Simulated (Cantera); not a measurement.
A closed system holds: 1 mol SiH4, 0.021 mol CH4, 3.5 mol H2, equilibrated at 750 Torr.

Cantera equilibrium calculation (NASA polynomials, part measured and part estimated; ideal gas, pure solids and liquids). Candidate condensed phases: C, C6H6, C7H8, C8H18, Si, SiC; 87 gas species. Mutual solubility and eutectic melting of coexisting phases are not modelled. Gases not in the tables: Si2H6 and higher silanes. The numbers say what is thermodynamically allowed, not how fast it happens.

x: gas mole fraction; n: condensed amount in mol.

```csv
T (K),x H2,x H,x SiH2,x CH4,x SiH,x Si,x SiH4,n Si(s),n SiC(s),n Si(l)
1673,1.000,…,1.10e-5,1.62e-5,7.06e-7,4.18e-7,1.24e-6,0.979,0.0209,0
1698,1.000,…,1.40e-5,1.62e-5,1.02e-6,6.57e-7,1.25e-6,0,0.0209,0.979
1723,1.000,…,1.70e-5,1.68e-5,1.41e-6,9.83e-7,1.22e-6,0,0.0209,0.979
1748,1.000,…,2.05e-5,1.73e-5,1.94e-6,1.46e-6,1.19e-6,0,0.0209,0.979
1773,1.000,…,2.47e-5,1.79e-5,2.63e-6,2.13e-6,1.16e-6,0,0.0209,0.979
1798,1.000,…,2.95e-5,1.85e-5,3.54e-6,3.08e-6,1.13e-6,0,0.0209,0.979
1823,1.000,…,3.51e-5,1.90e-5,4.72e-6,4.42e-6,1.10e-6,0,0.0209,0.979
```

Q: Fill in the missing entries.

A: 
- 1673, x H: 0.000114
- 1698, x H: 0.000145
- 1723, x H: 0.000182
- 1748, x H: 0.000228
- 1773, x H: 0.000284
- 1798, x H: 0.000352
- 1823, x H: 0.000433
